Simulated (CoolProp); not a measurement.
R1234yf along the isotherm 185.7 K: density (kg/m³) from the reference equation and from simpler models built on Tc = 367.8 K, pc = 3.384 MPa, ω = 0.276; each cubic takes its own stable root.

The numbers come from the reference Helmholtz-energy equation of state, Lemmon 2022 in CoolProp.

```
p (MPa)   phase  reference
-------  ------  ---------
0.0535   liquid       1415
0.0833   liquid       1415
0.13     liquid       1415
0.202    liquid       1415
0.315    liquid       1415
0.49     liquid       1416
0.763    liquid       1416
1.19     liquid       1417
1.85     liquid       1418
2.88     liquid       1419
4.48     liquid       1422
6.98     liquid       1426
10.9     liquid       1432
16.9     liquid       1440
```

Question: How far does each simpler model (van der Waals, Redlich-Kwong, Soave-Redlich-Kwong, Peng-Robinson) lie from the reference over these 14 states: mean and median of the absolute difference, and the worst?

Answer: 
- van der Waals: mean 49.5 %, median 41.5 %, worst -99.7 % at 185.7 K and 0.0535 MPa
- Redlich-Kwong: mean 13.2 %, median 13.3 %, worst -13.4 % at 185.7 K and 0.0535 MPa
- Soave-Redlich-Kwong: mean 11.3 %, median 11.4 %, worst -11.4 % at 185.7 K and 0.0535 MPa
- Peng-Robinson: mean 0.3 %, median 0.3 %, worst -0.3 % at 185.7 K and 16.9 MPa

At some of these states van der Waals gives the other phase, because its saturation line lies elsewhere.
